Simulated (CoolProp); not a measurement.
Vapour-liquid equilibrium of CH2F2 (R32) (1) + R125 (2) at 226 kPa; x and y are mole fractions of (1).

Computed with CoolProp (multi-fluid Helmholtz-energy mixture model, Tillner-Roth 1997 and Lemmon 2005; pair parameters Lemmon 2004).

### Question
Give the bubble temperature and the first vapour's composition at x = 0.125, 0.2, 0.5. Is there an azeotrope?

### Answer
x = 0.125: 241.9 K, y = 0.157; x = 0.2: 241.4 K, y = 0.245; x = 0.5: 239.6 K, y = 0.548. y crosses x between x = 0.875 and 0.95: the model has an azeotrope there.

The pair parameters rest on a limited set of measurements; away from them the model extrapolates.
